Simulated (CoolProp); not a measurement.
CH2F2 (R32) along the isotherm 67.55 °C: density (kg/m³) from the reference equation and from simpler models built on Tc = 78.1 °C, pc = 5.783 MPa, ω = 0.277; each cubic takes its own stable root.

The numbers come from the reference Helmholtz-energy equation of state, Tillner-Roth 1997 in CoolProp.

```json
[
 {"p (MPa)": "0.0914", "phase": "gas", "reference": "1.690", "van der Waals": "1.687", "Soave-Redlich-Kwong": "1.689", "Peng-Robinson": "1.690"},
 {"p (MPa)": "0.188", "phase": "gas", "reference": "3.502", "van der Waals": "3.489", "Soave-Redlich-Kwong": "3.496", "Peng-Robinson": "3.501"},
 {"p (MPa)": "0.386", "phase": "gas", "reference": "7.304", "van der Waals": "7.246", "Soave-Redlich-Kwong": "7.275", "Peng-Robinson": "7.295"},
 {"p (MPa)": "0.792", "phase": "gas", "reference": "15.50", "van der Waals": "15.24", "Soave-Redlich-Kwong": "15.37", "Peng-Robinson": "15.46"},
 {"p (MPa)": "1.63", "phase": "gas", "reference": "34.48", "van der Waals": "33.19", "Soave-Redlich-Kwong": "33.84", "Peng-Robinson": "34.26"},
 {"p (MPa)": "3.34", "phase": "gas", "reference": "88.25", "van der Waals": "79.57", "Soave-Redlich-Kwong": "83.85", "Peng-Robinson": "86.32"},
 {"p (MPa)": "6.86", "phase": "liquid", "reference": "777.7", "van der Waals": "439.3", "Soave-Redlich-Kwong": "565.8", "Peng-Robinson": "632.7"},
 {"p (MPa)": "14.1", "phase": "liquid", "reference": "866.8", "van der Waals": "517.0", "Soave-Redlich-Kwong": "663.4", "Peng-Robinson": "741.3"},
 {"p (MPa)": "28.9", "phase": "liquid", "reference": "952.8", "van der Waals": "578.9", "Soave-Redlich-Kwong": "753.8", "Peng-Robinson": "841.1"}
]
```
